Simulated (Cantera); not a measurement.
A closed system holds: 1 mol PbO, 13 mol H2, at 100 Torr.

These are equilibrium values from Cantera (NASA tables, ideal gas, pure condensed phases), not measurements of a reactor. Candidate condensed phases: H2O, Pb, PbO, PbO2, Pb3O4; 12 gas species. Equilibrium is a limit: real reactors are often held back by kinetics, nucleation or transport. All values below are at 1148 K.

Base state: H2 0.921, H2O 0.0768, Pb 0.00210 (mole fractions); condensed: Pb(l).

What changes in the equilibrium state with this change: PbO replaced by Hg?


```csv
species,before,after
H2,0.921,0.929
Hg,0,0.0714
H2O,0.0768,0
Pb,0.00210,0
"Pb(l), mol",0.973,0
```
Further candidate phases: Hg.
